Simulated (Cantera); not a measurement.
A diamond (100) surface in a fixed gas of H2 with x(CH4) = 0.015, x(H) = 0.02, at 1150 K, 7200 Pa; coverages are run to steady state.

Cantera simulation using the Harris–Goodwin 1993 mechanism for the reconstructed diamond (100) surface; the numbers are that mechanism's predictions, not measurements.

One state of this run: growth (µm/h) = 2.09; θ c6HH = 0.473; θ c6H* = 0.0334; θ c6*H = 0.469; θ c6** = 0.0243; θ c6HM = 0.000471. θ: site fractions in the mechanism's names (c6HH fully hydrogenated, c6H* and c6*H radical sites, c6** diradical, c6HM methylated).

**Question.** Which value of x(CH3) does it belong to?
A. 6e-06
B. 0.00022
C. 8.9e-05
D. 3.6e-05

**Answer.** D, 3.6e-05
